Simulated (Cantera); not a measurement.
Thermodynamics of silicon nitride deposition, feed SiH₂Cl₂ + NH₃

Input: 1 mol SiH₂Cl₂, 11 mol NH₃, equilibrated at 1225 K and 2.85 Torr.

Method: chemical equilibrium by Gibbs-energy minimisation in Cantera with the NASA 1993 tables (ideal gas, pure condensed phases). Candidate condensed phases: NH₄Cl, Si, Si₃N₄; 28 gas species. Rates play no part.

```json
{
  "x(H₂)": "0.707",
  "x(N₂)": "0.207",
  "x(HCl)": "0.0856",
  "x(SiCl₂)": "4.59e-5",
  "x(SiCl₄)": "7.00e-6",
  "x(SiCl₃)": "6.37e-6",
  "x(H)": "4.25e-6",
  "x(SiHCl₃)": "1.80e-6",
  "n(Si₃N₄(s))": "0.333 mol",
  "gas_amount": "23.33 mol",
  "log10 activity of Si(s) (absent)": "-2.74"
}
```
